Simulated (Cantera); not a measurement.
Feed: 1 mol Si₂H₆, 3.2 mol HCl, 400 mol H₂, held at 900 K and 1.10 bar.

Equilibrium computed with Cantera from the NASA thermochemical tables; the gas is ideal and each condensed phase is pure. The feed counts by its element totals alone. Equilibrium is a limit: real reactors are often held back by kinetics, nucleation or transport.

```tsv
species	before	after
H₂	0.997	0.992
HCl	0.00126	0.00747
SiCl₂	2.15e-6	0.000197
SiHCl₃	0.00127	8.43e-7
H	<1e-9	6.56e-5
SiCl₄	0.000563	4.09e-8
SiH₂Cl₂	0.000271	2.93e-6
SiH₃Cl	1.41e-5	3.05e-6
Si(s), mol	1.14	1.91
```
Gas species are given as mole fractions.

Question: What was changed between the two runs?
A) H₂ from 400 to 94 mol
B) Si₂H₆ replaced by Si₂Cl₆
C) H₂ from 400 to 95 mol
D) temperature from 900 K to 1623 K

Answer: D, temperature from 900 K to 1623 K
